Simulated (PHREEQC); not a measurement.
Solution (60 °C): 0.029 mol CuCl2 per kg of water. Closed to the air; pH follows from the charge balance.

Equilibrium calculation in PHREEQC: ion-association model, phreeqc.dat.

No solid was allowed to form.

What pH, density, ionic strength does the model give?

pH 4.14; density 0.987 g/cm³; ionic strength 0.0745 mol/kgw.

In which forms is Cu present?

Cu+2 78 %, CuCl+ 21 % of the Cu.

Complexes and solids missing from the database can't appear. Away from 25 °C the constants follow the database's enthalpies or fits; those with neither stay at their 25 °C values.
